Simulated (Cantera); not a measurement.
Gas mixture: O₂ = 0.42 (molar parts), at 0.0263 atm, frozen composition.

Cantera's kinetic-theory transport with the Lennard-Jones parameters of GRI-Mech 3.0, ideal gas; thermal conductivity in the multicomponent form.

One state of this run: ρ (kg/m³) = 0.0147; cp (J/kg/K) = 1031; μ (µPa s) = 37.8; λ (mW/m/K) = 54.9; Pr = 0.710; D (cm²/s) CH₄ = 37.6; D (cm²/s) H₂O = 42.8; D (cm²/s) CO₂ = 26.8. D: mixture-averaged diffusion coefficient of that species in the mixture.

Problem. Which value of T (K) does it belong to?
A. 400
B. 700
C. 1150
D. 550

Solution. B, 700
